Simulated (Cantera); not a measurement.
What does this Cantera script print?

```python
import numpy as np
import cantera as ct

gas = ct.Solution("h2o2.yaml")
gas.TPX = 948, 2666, {'H2': 0.033, 'O2': 1, 'H2O': 0.0016}
reactor = ct.IdealGasConstPressureReactor(gas, energy="off", clone=False)
net = ct.ReactorNet([reactor])
net.rtol, net.atol = 1e-08, 1e-18
show = ['H2', 'O2', 'O', 'H', 'H2O2']
times = np.geomspace(4e-05, 20, 10)

steps = ct.SolutionArray(gas, extra=["t"])
rows = []
print(f"{'t/s':>10s}{'T/K':>9s}{'P/Pa':>11s}" + "".join(f"{s:>11s}" for s in show))
for t in times:
    while net.time < t:
        t_next = net.step()
        steps.append(gas.state, t=t_next)
    rows.append([np.interp(t, steps.t, y) for y in (steps.T, steps.P, *steps(*show).X.T)])
    print(f"{t:10.3e}{rows[-1][0]:9.1f}{rows[-1][1]:11.4g}" + "".join(f"{x:11.3e}" for x in rows[-1][2:]))
rate = np.gradient(steps.T, steps.t)
print("integrator steps:", len(steps.t))
if steps.T.max() > steps.T[0] + 200:
    print(f"time of steepest temperature rise: {steps.t[rate.argmax()]:.4e} s")
gas.TPX = 948, 2666, {'H2': 0.033, 'O2': 1, 'H2O': 0.0016}
gas.equilibrate("TP")
print(f"equilibrium (TP): T = {gas.T:.1f} K  " + "  ".join(f"{s} {gas[s].X[0]:.3e}" for s in show))
```

Output:

```
       t/s      T/K       P/Pa         H2         O2          O          H       H2O2
 4.000e-05    948.0       2666  3.190e-02  9.666e-01  9.512e-13  4.476e-12  3.593e-17
 1.719e-04    948.0       2666  3.190e-02  9.666e-01  1.350e-11  1.589e-11  6.737e-16
 7.388e-04    948.0       2666  3.190e-02  9.666e-01  2.888e-10  1.523e-10  1.345e-14
 3.175e-03    948.0       2666  3.189e-02  9.666e-01  1.066e-06  5.135e-07  8.196e-12
 1.364e-02    948.0       2666  5.981e-04  9.626e-01  2.943e-03  6.388e-04  2.466e-07
 5.863e-02    948.0       2666  2.777e-05  9.658e-01  1.768e-04  5.599e-06  9.230e-08
 2.520e-01    948.0       2666  2.027e-06  9.660e-01  1.184e-05  9.779e-08  3.940e-08
 1.083e+00    948.0       2666  1.087e-07  9.660e-01  1.103e-06  2.823e-09  1.183e-08
 4.654e+00    948.0       2666  5.030e-09  9.660e-01  1.532e-07  1.452e-10  3.066e-09
 2.000e+01    948.0       2666  6.241e-10  9.660e-01  2.771e-08  1.111e-11  7.840e-10
integrator steps: 1436
equilibrium (TP): T = 948.0 K  H2 3.635e-12  O2 9.660e-01  O 1.800e-10  H 6.163e-15  H2O2 7.614e-12
```

Computed with Cantera and the H2/O2 subset of GRI-Mech 3.0, which has no nitrogen chemistry. Radical loss at walls, strong at low pressure, is not modelled. Below about 950 K walls govern HO2 and H2O2 in real vessels.
